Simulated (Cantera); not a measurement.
Feed: 1 mol HF, 0.99 mol O2, at 1723 K and 10.0 mbar.

These are equilibrium values from Cantera (NASA tables, ideal gas, pure condensed phases), not measurements of a reactor. Candidate condensed phases: H2O; 22 gas species. Kinetics and transport are ignored.

Base state: HF 0.502, O2 0.497, F 0.000411, O 0.000401, H2O 0.000171, OH 6.87e-5 (mole fractions); condensed: gas only.

Question: What changes in the equilibrium state with this change: HF replaced by HCl?

Answer: 
```json
[
 {"species": "O2", "before": "0.497", "after": "0.454"},
 {"species": "HCl", "before": "0", "after": "0.371"},
 {"species": "Cl", "before": "0", "after": "0.112"},
 {"species": "HF", "before": "0.502", "after": "0"},
 {"species": "H2O", "before": "0.000171", "after": "0.0581"},
 {"species": "Cl2", "before": "0", "after": "0.00268"},
 {"species": "F", "before": "0.000411", "after": "0"},
 {"species": "ClO", "before": "0", "after": "0.000144"}
]
```

Question: What changes in the equilibrium state with this change: temperature from 1723 K to 2125 K?

Answer: 
| species | before | after |
|---|---|---|
| HF | 0.502 | 0.495 |
| O2 | 0.497 | 0.487 |
| O | 0.000401 | 0.0115 |
| H | 4.53e-7 | 0.000118 |
| H2 | 6.17e-8 | 1.05e-5 |
| OH | 6.87e-5 | 0.00145 |
| F | 0.000411 | 0.00368 |
| H2O | 0.000171 | 0.00104 |
